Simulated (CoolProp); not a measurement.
Properties of ethanol at several states.

Model: reference Helmholtz-energy equation of state, Schroeder 2014, in CoolProp.

| T (K) | p (bar) | phase | density (kg/m³) | cp (kJ/(kg K)) | isothermal compressibility (1/MPa) | conductivity (mW/(m K)) | fugacity coefficient |
|---|---|---|---|---|---|---|---|
| 448.2 | 58.2 | liquid | 621.9 | 4.031 | 0.005240 | 142 | 0.2760 |
| 370.1 | 19.4 | liquid | 719.9 | 3.126 | 0.002003 | 152 | 0.1026 |
| 315.7 | 3.66 | liquid | 770.1 | 2.581 | 0.001311 | 160 | 0.05549 |

Thermal conductivity comes from a separate model (Assael 2013).
